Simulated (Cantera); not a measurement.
Source: NASA polynomial tables (part measured, part estimated), evaluated in Cantera. Values are per mole of reaction as written; species without (g) are pure solids or liquids, kept so even where they would boil at 1 bar.

Q: Between 400 and 550 K, where is each reaction favourable under standard conditions?
- AlCl3 + 3 F(g) → AlF3(g) + 3 Cl(g)

A: 
- AlCl3 + 3 F(g) → AlF3(g) + 3 Cl(g): ΔG° is -452 kJ at 400 K and -471 kJ at 550 K; it stays negative (K > 1). ΔH° is -423 kJ and ΔS° 88 J/K at 550 K.
